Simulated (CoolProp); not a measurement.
A Linde-Hampson liquefier for carbon monoxide: isothermal reversible compression at 200 K from 1 atm to 10 MPa, throttling to 1 atm, return gas leaving the recuperator 5 K below the feed. Each further row changes one setting.

The numbers come from the reference Helmholtz-energy equation of state, Lemmon 2006 in CoolProp. It is a short technical equation, of lower accuracy than the large ones.

| case | liquid yield per pass | compression work (kJ/kg of gas) |
|---|---|---|
| as stated | 0.153 | 259 |
| high pressure 20 MPa | 0.246 | 293 |
| warm-end temperature 230 K | 0.097 | 305 |
| warm-end gap 10 K | 0.140 | 259 |
